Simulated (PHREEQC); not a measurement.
Make-up at 25 °C: 0.27 mol/kgw TMAH, 0.042 mol/kgw NaAlO2 and 0.14 mol/kgw K2CO3. Closed to the air; pH follows from the charge balance.

Model: ion-association model, wateq4f.dat, run in PHREEQC.

| Property | Value |
|---|---|
| pH | 13.22 |
| ionic strength | 0.704 mol/kgw |
| activity of water | 0.982 |
| total alkalinity | 718 meq/kg |

```
species   molality  activity   log γ
--------  --------  --------  ------
K+           0.280     0.174  -0.207
OH-          0.270     0.164  -0.218
(CH3)4N+     0.270     0.169  -0.204
CO3-2        0.126    0.0258  -0.688
Al(OH)4-    0.0420    0.0271  -0.191
Na+         0.0279    0.0197  -0.151
```

No solid was allowed to form. Ionic strength above about 0.7 mol/kgw puts this run outside the model's range. (CH3)4N+ isn't in the database: it is added as a free cation with an ion size of 4 Å.
